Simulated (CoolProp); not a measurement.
Vapour-liquid equilibrium of nitrogen (1) + carbon monoxide (2) at 74.3 K; x and y are mole fractions of (1).

Values from CoolProp's multi-fluid Helmholtz-energy mixture model, Span 2000 and Lemmon 2006; pair parameters Gernert 2013.

| x | bubble pressure (bar) | y at the bubble point | dew pressure at overall composition x (bar) | liquid density (mol/L) |
|---|---|---|---|---|
| 0.05 | 0.4188 | 0.089 | 0.4108 | 29.42 |
| 0.2 | 0.4711 | 0.315 | 0.4430 | 29.37 |
| 0.35 | 0.5208 | 0.492 | 0.4803 | 29.33 |
| 0.5 | 0.5670 | 0.635 | 0.5233 | 29.29 |
| 0.65 | 0.6095 | 0.756 | 0.5722 | 29.27 |
| 0.8 | 0.6484 | 0.863 | 0.6255 | 29.25 |
| 0.95 | 0.6843 | 0.966 | 0.6790 | 29.26 |

No azeotrope shows between x = 0.05 and 0.95.

The pair parameters rest on a limited set of measurements; away from them the model extrapolates.
